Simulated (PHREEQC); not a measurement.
Model water analysis in mg/L, 70 °C, pH 8.44, pe 10.8:

```csv
constituent,mg/L
Na,11.8
K,4.7
Ca,14.3
Mg,3.29
Cl,17.1
S(6) as SO4,14.1
Alkalinity as HCO3,49.5
O(0) (dissolved oxygen),0.0526
Pb,0.199
Cd,0.157
```

Valence states are taken as typed.

All values are PHREEQC results (ion-association model, wateq4f.dat), not measurements.

Question: The ionic strength comes out as 0.00211 mol/kgw. What activity coefficients do CaHCO3+, K+, HCO3-, SO4-2, CO3-2 get?

Answer: CaHCO3+ 0.95, K+ 0.95, HCO3- 0.95, SO4-2 0.80, CO3-2 0.80.

Precipitation was switched off in this run. The solution is supersaturated, for example in Pb(OH)2, Otavite, so a real one may precipitate; this is no full list. Away from 25 °C the constants follow the database's enthalpies or fits; those with neither stay at their 25 °C values.
